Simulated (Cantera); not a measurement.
A closed system holds: 1 mol AlN, 13 mol Cl₂, at 0.00975 Torr.

Method: chemical equilibrium by Gibbs-energy minimisation in Cantera with the NASA 1993 tables (ideal gas, pure condensed phases). Candidate condensed phases: Al, AlCl₃, AlN; 11 gas species. The tables' values for AlCl₂ are old estimates; treat these amounts as uncertain. Kinetics and transport are ignored.

log p: log10 of the partial pressure in bar; nothing condenses.

```csv
T (°C),log p Cl,log p Cl₂,log p AlCl₃,log p N₂,log p AlCl,log p AlCl₂,log p Al
877,-5.19,-5.26,-6.12,-6.42,<-16,-12.94,<-16
927,-5.06,-5.48,-6.18,-6.48,<-16,-12.32,<-16
977,-4.99,-5.76,-6.22,-6.52,-15.80,-11.70,<-16
1027,-4.95,-6.08,-6.25,-6.55,-14.66,-11.09,<-16
1077,-4.93,-6.42,-6.26,-6.56,-13.55,-10.49,<-16
1127,-4.92,-6.75,-6.27,-6.57,-12.50,-9.92,<-16
1177,-4.92,-7.06,-6.27,-6.57,-11.51,-9.38,<-16
1227,-4.92,-7.36,-6.27,-6.57,-10.58,-8.87,<-16
1277,-4.91,…,-6.28,-6.58,…,-8.40,…
1327,-4.91,-7.91,-6.29,-6.58,-8.90,-7.96,-14.76
1377,-4.91,-8.16,-6.31,-6.58,-8.16,-7.57,-13.51
1427,-4.91,…,…,-6.58,…,-7.23,…
1477,-4.91,-8.61,-6.51,-6.59,-6.96,-7.01,-11.39
1527,-4.91,-8.82,-6.81,-6.60,-6.62,-6.96,-10.62
```

### Question
Complete the blanks.

### Answer

- 1277, log p Cl₂: -7.64
- 1277, log p AlCl: -9.71
- 1277, log p Al: -16.11
- 1427, log p Cl₂: -8.39
- 1427, log p AlCl₃: -6.36
- 1427, log p AlCl: -7.49
- 1427, log p Al: -12.37
